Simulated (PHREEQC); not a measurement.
Consider water at 67 °C with 1.3 mmol/kgw Cu(BF4)2, 0.86 mmol/kgw H2SO4 and 5.3 mmol/kgw Na2SO4. Closed to the air; pH follows from the charge balance.

All values are PHREEQC results (ion-association model, phreeqc.dat), not measurements.

This is a speciation only: nothing precipitates in the calculation.

Problem. Order these S species by the share of S that they hold, largest first: SO4-2, HSO4-, NaSO4-, CuSO4.

Solution. SO4-2 (77 %), HSO4- (14 %), CuSO4 (6.0 %), NaSO4- (2.9 %)

Problem. Order these B species by the share of B that they hold, largest first: BF2(OH)2-, H3BO3, BF4-, BF3OH-.

Solution. H3BO3 (56 %), BF4- (31 %), BF2(OH)2- (7.5 %), BF3OH- (5.8 %)

The pH is 3.01 and the ionic strength 0.0191 mol/kgw. At this temperature some constants are extrapolated from 25 °C, and those without enthalpy data are left unchanged. Real BF4- forms and hydrolyses slowly; the run takes it at equilibrium.
